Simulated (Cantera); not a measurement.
A perfectly stirred reactor is fed with 1.57 % CO, 0.275 % O₂, 0.0167 % H₂O, 98.1 % N₂, at 0.987 atm; it is held at 1400 K, and followed from long to short residence time.

Model: GRI-Mech 3.0 (53 species, 325 reactions), integrated in Cantera.

One state of this run: x CO = 0.0123; x O₂ = 0.000812; x H₂O = 4.96e-5; x HO₂ = 1.52e-7; x NO = 2.33e-6; x H₂ = 6.52e-6; x NO₂ = 1.54e-9. x: mole fraction; the columns are a selection and need not sum to one.

Problem. Which value of τ (s) does it belong to?
(A) 1.2
(B) 3.9
(C) 0.36
(D) 0.0099

Solution. D, 0.0099
